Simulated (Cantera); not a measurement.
Gas mixture: 100 % CO, at 130000 Pa, frozen composition.

Cantera's kinetic-theory transport with the Lennard-Jones parameters of GRI-Mech 3.0, ideal gas; thermal conductivity in the mixture-averaged form.

D: mixture-averaged diffusion coefficient of that species in the mixture.

| T (K) | ρ (kg/m³) | cp (J/kg/K) | μ (µPa s) | λ (mW/m/K) | Pr | D (cm²/s) O | D (cm²/s) CH₃ | D (cm²/s) CH₄ |
|---|---|---|---|---|---|---|---|---|
| 400 | 1.09 | 1049 | 22.0 | 31.7 | 0.726 | [?] | 0.290 | 0.288 |
| 650 | 0.674 | 1098 | 30.7 | 47.2 | 0.714 | [?] | 0.668 | 0.665 |
| 900 | 0.487 | 1164 | 38.1 | 61.9 | 0.716 | [?] | 1.16 | 1.15 |
| 1150 | 0.381 | 1211 | 44.7 | 75.7 | 0.715 | [?] | 1.74 | 1.74 |
| 1400 | 0.313 | 1246 | 50.8 | 88.6 | 0.714 | [?] | 2.42 | 2.41 |
| 1650 | 0.265 | 1271 | 56.5 | 101 | 0.713 | [?] | 3.18 | 3.16 |

**Question.** Some entries are withheld; supply them.

**Answer.** 
- 400, D (cm²/s) O: 0.412
- 650, D (cm²/s) O: 0.938
- 900, D (cm²/s) O: 1.62
- 1150, D (cm²/s) O: 2.43
- 1400, D (cm²/s) O: 3.37
- 1650, D (cm²/s) O: 4.43
